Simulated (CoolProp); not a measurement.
n-decane along the isobar 2.51 MPa: Z from the reference equation and from simpler models built on Tc = 617.7 K, pc = 2.101 MPa, ω = 0.488; each cubic takes its own stable root.

Values from CoolProp's reference Helmholtz-energy equation of state, Lemmon 2006. It is a short technical equation, of lower accuracy than the large ones.

| T (K) | phase | reference | van der Waals | Redlich-Kwong | Soave-Redlich-Kwong | Peng-Robinson |
|---|---|---|---|---|---|---|
| 451.8 | liquid | 0.1570 | 0.2820 | 0.1985 | 0.1855 | 0.1643 |
| 464.8 | liquid | 0.1556 | 0.2787 | 0.1973 | 0.1840 | 0.1629 |
| 477.7 | liquid | 0.1546 | 0.2760 | 0.1965 | 0.1830 | 0.1620 |
| 490.6 | liquid | 0.1538 | 0.2738 | 0.1962 | 0.1825 | 0.1615 |
| 503.6 | liquid | 0.1534 | 0.2721 | 0.1964 | 0.1826 | 0.1615 |
| 516.5 | liquid | 0.1533 | 0.2711 | 0.1972 | 0.1833 | 0.1622 |
| 529.5 | liquid | 0.1537 | 0.2708 | 0.1987 | 0.1848 | 0.1635 |
| 542.4 | liquid | 0.1546 | 0.2712 | 0.2010 | 0.1872 | 0.1657 |
| 555.3 | liquid | 0.1561 | 0.2725 | 0.2043 | 0.1907 | 0.1689 |
| 568.3 | liquid | 0.1586 | 0.2750 | 0.2090 | 0.1958 | 0.1737 |
| 581.2 | liquid | 0.1623 | 0.2790 | 0.2155 | 0.2031 | 0.1805 |
| 594.1 | liquid | 0.1681 | 0.2850 | 0.2248 | 0.2140 | 0.1909 |
| 607.1 | liquid | 0.1778 | 0.2943 | 0.2390 | 0.2317 | 0.2078 |
| 620 | supercritical | 0.1975 | 0.3094 | 0.2630 | 0.2660 | 0.2414 |
